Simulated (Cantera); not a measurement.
Adiabatic ignition

An adiabatic, constant-pressure homogeneous reactor starts with 4.27 % CH4, 0.128 % C2H6, 2.13 % C3H8, 19.7 % O2, 73.8 % N2, at 1198 K and 10.0 bar.

Detailed kinetics in Cantera: GRI-Mech 3.0 (53 species, 325 reactions). GRI-Mech 3.0 was tuned for natural gas; its chemistry of propane as a main component is partial and can be far from experiment.

```tsv
t (s)	T (K)	x CH4	x C2H6	x C3H8	x HCN	x H2O2	x H	x NO
2.00e-6	1198	0.0427	0.00128	0.0213	<1e-12	2.74e-9	4.48e-10	<1e-12
5.00e-6	1198	0.0427	0.00128	0.0213	<1e-12	1.93e-8	5.36e-10	<1e-12
1.25e-5	1198	0.0427	0.00128	0.0213	<1e-12	1.18e-7	9.49e-10	<1e-12
3.13e-5	1198	0.0427	0.00128	0.0213	<1e-12	6.00e-7	3.08e-9	<1e-12
7.83e-5	1198	0.0427	0.00128	0.0213	<1e-12	1.84e-6	9.21e-9	<1e-12
0.000196	1198	0.0427	0.00130	0.0212	<1e-12	2.61e-6	1.22e-8	<1e-12
0.000490	1199	0.0426	0.00137	0.0208	<1e-12	3.85e-6	1.85e-8	<1e-12
0.00123	1206	0.0424	0.00162	0.0190	<1e-12	1.25e-5	6.99e-8	<1e-12
0.00306	2766	<1e-12	<1e-12	<1e-12	2.47e-9	6.24e-7	0.00212	0.00767
0.00766	2766	<1e-12	<1e-12	<1e-12	2.53e-9	6.21e-7	0.00212	0.00792
0.0192	2766	<1e-12	<1e-12	<1e-12	2.53e-9	6.21e-7	0.00212	0.00792
0.0480	2766	<1e-12	<1e-12	<1e-12	2.53e-9	6.21e-7	0.00212	0.00792
0.120	2766	<1e-12	<1e-12	<1e-12	2.53e-9	6.21e-7	0.00212	0.00792
0.300	2766	<1e-12	<1e-12	<1e-12	2.53e-9	6.21e-7	0.00212	0.00792
```
x: mole fraction; the columns are a selection and need not sum to one.

```json
{
 "time_of_steepest_temperature_rise": "1.84 ms",
 "temperature at 0.300 s": "2766 K",
 "equilibrium_temperature": "2766 K",
 "x(CH4) at 0.300 s": "<1e-12 (gas-phase equilibrium <1e-12)",
 "x(C2H6) at 0.300 s": "<1e-12 (gas-phase equilibrium <1e-12)",
 "x(C3H8) at 0.300 s": "<1e-12 (gas-phase equilibrium <1e-12)"
}
```
